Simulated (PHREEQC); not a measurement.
Make-up at 25 °C: 0.26 mol/kgw MnCl2. Closed to the air; pH follows from the charge balance.

Computed with PHREEQC (ion-association model with the Debye-Hückel limiting law, phreeqc.dat).

No solid was allowed to form.

**Question.** Estimate the pH, activity of water.

**Answer.** pH 6.47; activity of water 0.987.

**Question.** In which forms is Mn present?

**Answer.** Mn+2 97 %, MnCl+ 3.3 % of the Mn.

The ionic strength is past about 0.7 mol/kgw, beyond the range of this activity model, so the values are rough.
